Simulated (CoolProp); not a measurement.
The numbers come from the reference Helmholtz-energy equation of state, Penoncello 2003 in CoolProp.

**Question.** Give the vapour pressure (kPa), enthalpy of vaporisation (kJ/kg), vapour Z, surface tension (mN/m) of saturated CHF3 (R23) at 232.9, 236.8, 260.2 K.

**Answer.** 
| T (K) | p (kPa) | enthalpy of vaporisation (kJ/kg) | vapour Z | surface tension (mN/m) |
|---|---|---|---|---|
| 232.9 | 700 | 199 | 0.852 | 9.20 |
| 236.8 | 807 | 195 | 0.838 | 8.52 |
| 260.2 | 1730 | 162 | 0.729 | 4.65 |

Surface tension comes from a separate correlation (Mulero 2012).
